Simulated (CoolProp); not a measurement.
Vapour-liquid equilibrium of ethanol (1) + dimethyl carbonate (2) at 0.0377 MPa; x and y are mole fractions of (1).

Values from CoolProp's multi-fluid Helmholtz-energy mixture model, Schroeder 2014 and Zhou 2011; pair parameters Bell 2016.

```
x     bubble temperature, mixture model (K)  bubble temperature, Raoult's law (K)  y, mixture model  y, Raoult's law
----  -------------------------------------  ------------------------------------  ----------------  ---------------
0.05                                  331.7                                 334.6             0.166            0.066
0.15                                  327.6                                 333.8             0.350            0.191
0.25                                  325.5                                 333.0             0.449            0.308
0.35                             (withheld)                                 332.3        (withheld)            0.417
0.45                                  323.9                                 331.6             0.552            0.520
0.55                                  323.7                                 331.0             0.587            0.618
0.65                                  323.7                                 330.3        (withheld)            0.710
0.75                                  323.9                                 329.8             0.669            0.797
0.85                                  324.7                                 329.2             0.742            0.881
0.95                                  326.6                                 328.7             0.879            0.961
```

### Question
Complete the blanks.

### Answer

- 0.35, bubble temperature, mixture model (K): 324.5
- 0.35, y, mixture model: 0.509
- 0.65, y, mixture model: 0.623

The largest gap from Raoult's law is -7.8 K in bubble temperature, at x = 0.35. y crosses x between x = 0.55 and 0.65: the model has an azeotrope there.

The pair parameters rest on a limited set of measurements; away from them the model extrapolates.
